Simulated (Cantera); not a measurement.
A closed system holds: 1 mol Si₂H₆, 3 mol HCl, 190 mol N₂, at 952 °C and 75.0 Torr.

Cantera equilibrium calculation (NASA polynomials, part measured and part estimated; ideal gas, pure solids and liquids). Candidate condensed phases: NH₄Cl, Si, Si₃N₄; 28 gas species. The feed counts by its element totals alone. N₂ is the only nitrogen source here; it is nearly inert below about 1500 K, so the nitride shown seldom forms there in practice. The numbers say what is thermodynamically allowed, not how fast it happens.

Base state: N₂ 0.969, H₂ 0.0154, HCl 0.0153, SiCl₄ 1.61e-5 (mole fractions); condensed: Si₃N₄(s).

### Question
What changes in the equilibrium state with this change: N₂ from 190 to 12 mol?

### Answer
```csv
species,before,after
N₂,0.969,0.642
H₂,0.0154,0.185
HCl,0.0153,0.170
SiCl₄,1.61e-5,0.00226
SiHCl₃,5.05e-7,7.64e-5
SiCl₃,2.35e-6,0.000103
"Si₃N₄(s), mol",0.665,0.653
```
The tables' values for SiCl₃ are old estimates; treat these amounts as uncertain.
